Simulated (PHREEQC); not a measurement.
A solution holds 61 mmol/kgw NH3, 1.9 mmol/kgw K2SiO3 and 0.052 mmol/kgw (CH3)4NCl, at 46 °C. Closed to the air; pH follows from the charge balance.

The numbers come from PHREEQC with the ion-association model, wateq4f.dat.

This is a speciation only: nothing precipitates in the calculation.

Q: Predict the pH.

A: pH 10.74.

Q: In which forms is Si present?

A: H3SiO4- 93 %, H4SiO4 5.6 %, H2SiO4-2 1.5 % of the Si.

(CH3)4N+ isn't in the database: it is added as a free cation with an ion size of 4 Å. At this temperature some constants are extrapolated from 25 °C, and those without enthalpy data are left unchanged.
